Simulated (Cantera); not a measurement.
Low-pressure radical oxidation in H2/O2

An isothermal, constant-pressure homogeneous reactor starts with 26.7 % H₂, 72.3 % O₂, 1.01 % N₂, equivalence ratio 0.18, at 1373 K and 20.0 Torr.

Cantera simulation using GRI-Mech 3.0 (53 species, 325 reactions); the numbers are that mechanism's predictions, not measurements. Radical loss at walls, strong at low pressure, is not modelled. The temperature is held fixed by assumption; the heat of reaction is taken as removed at once.

```json
[
 {"t (s)": "3.00e-6", "x H₂": "0.267", "x O₂": "0.723", "x OH": "1.57e-9", "x HO₂": "1.85e-8", "x H₂O": "3.46e-10", "x H₂O₂": "4.57e-12", "x O": "1.67e-9"},
 {"t (s)": "1.50e-5", "x H₂": "0.267", "x O₂": "0.723", "x OH": "2.62e-8", "x HO₂": "9.27e-8", "x H₂O": "3.04e-8", "x H₂O₂": "1.14e-10", "x O": "3.20e-8"},
 {"t (s)": "7.54e-5", "x H₂": "0.267", "x O₂": "0.723", "x OH": "1.51e-6", "x HO₂": "4.70e-7", "x H₂O": "5.31e-6", "x H₂O₂": "2.78e-9", "x O": "2.00e-6"},
 {"t (s)": "0.000378", "x H₂": "0.0204", "x O₂": "0.573", "x OH": "0.0208", "x HO₂": "1.26e-5", "x H₂O": "0.192", "x H₂O₂": "6.00e-7", "x O": "0.0919"},
 {"t (s)": "0.00189", "x H₂": "0.0133", "x O₂": "0.601", "x OH": "0.0179", "x HO₂": "1.41e-5", "x H₂O": "0.231", "x H₂O₂": "6.37e-7", "x O": "0.0698"},
 {"t (s)": "0.00949", "x H₂": "0.00285", "x O₂": "0.664", "x OH": "0.00862", "x HO₂": "1.19e-5", "x H₂O": "0.295", "x H₂O₂": "5.33e-7", "x O": "0.0130"},
 {"t (s)": "0.0475", "x H₂": "0.000114", "x O₂": "0.679", "x OH": "0.00174", "x HO₂": "1.65e-6", "x H₂O": "0.307", "x H₂O₂": "1.16e-7", "x O": "0.000512"},
 {"t (s)": "0.238", "x H₂": "8.21e-6", "x O₂": "0.680", "x OH": "0.000472", "x HO₂": "1.93e-7", "x H₂O": "0.308", "x H₂O₂": "2.18e-8", "x O": "3.73e-5"},
 {"t (s)": "1.19", "x H₂": "1.21e-6", "x O₂": "0.680", "x OH": "0.000182", "x HO₂": "1.10e-7", "x H₂O": "0.308", "x H₂O₂": "5.49e-9", "x O": "5.54e-6"},
 {"t (s)": "5.99", "x H₂": "6.84e-7", "x O₂": "0.680", "x OH": "0.000137", "x HO₂": "1.24e-7", "x H₂O": "0.309", "x H₂O₂": "3.87e-9", "x O": "3.14e-6"},
 {"t (s)": "30.0", "x H₂": "6.84e-7", "x O₂": "0.680", "x OH": "0.000137", "x HO₂": "1.24e-7", "x H₂O": "0.309", "x H₂O₂": "3.87e-9", "x O": "3.13e-6"}
]
```
x: mole fraction; the columns are a selection and need not sum to one.

Equilibrium at this temperature and pressure: H₂ 6.84e-7, O₂ 0.680, OH 0.000137, HO₂ 1.24e-7, H₂O 0.309, H₂O₂ 3.87e-9, O 3.13e-6 (gas phase only).
